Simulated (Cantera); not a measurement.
Feed: 1 mol Cu₂O, 49 mol H₂.

Method: chemical equilibrium by Gibbs-energy minimisation in Cantera with the NASA 1993 tables (ideal gas, pure condensed phases). Candidate condensed phases: Cu, CuO, Cu(OH)₂, Cu₂O, H₂O; 12 gas species. The numbers say what is thermodynamically allowed, not how fast it happens.

Q: What condenses at these points (T in K, P in Pa): (1773, 1000000); (1973, 270); (1848, 190000); (1748, 270); (1873, 190000)?

A: 
```csv
T (K),P in Pa,condensed phases,Cu condensed (%)
1773,1000000,Cu,99.9
1973,270,gas only,0.0
1848,190000,Cu,98.8
1748,270,gas only,0.0
1873,190000,Cu,98.4
```
